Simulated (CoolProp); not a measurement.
Water along the isobar 100 MPa: density (kg/m³) from the reference equation and from simpler models built on Tc = 373.9 °C, pc = 22.06 MPa, ω = 0.344; each cubic takes its own stable root.

Values from CoolProp's reference Helmholtz-energy equation of state, Wagner 2002.

| T (°C) | phase | reference | van der Waals | Soave-Redlich-Kwong |
|---|---|---|---|---|
| 119.45 | liquid | 987.0 | 487.7 | 717.6 |
| 125.55 | liquid | ? | 485.9 | 714.1 |
| 131.75 | liquid | 978.3 | 484.0 | 710.4 |
| 137.85 | liquid | 973.9 | 482.2 | 706.8 |
| 144.05 | liquid | ? | 480.2 | 703.0 |
| 150.15 | liquid | ? | 478.4 | 699.2 |
| 156.35 | liquid | 960.0 | 476.4 | ? |
| 162.45 | liquid | 955.2 | 474.5 | 691.4 |
| 168.65 | liquid | 950.2 | 472.6 | 687.4 |
| 174.75 | liquid | 945.2 | 470.7 | ? |
| 180.95 | liquid | 940.1 | 468.7 | ? |
| 187.05 | liquid | 935.0 | 466.8 | 675.1 |
| 193.25 | liquid | 929.6 | 464.8 | 670.8 |
| 199.35 | liquid | 924.3 | ? | 666.5 |
| 205.55 | liquid | 918.8 | 460.8 | 662.1 |
| 211.65 | liquid | 913.3 | 458.9 | 657.6 |

### Question
Fill in the missing entries.

### Answer

- 125.55, reference: 982.7
- 144.05, reference: 969.3
- 150.15, reference: 964.7
- 156.35, Soave-Redlich-Kwong: 695.3
- 174.75, Soave-Redlich-Kwong: 683.4
- 180.95, Soave-Redlich-Kwong: 679.2
- 199.35, van der Waals: 462.8
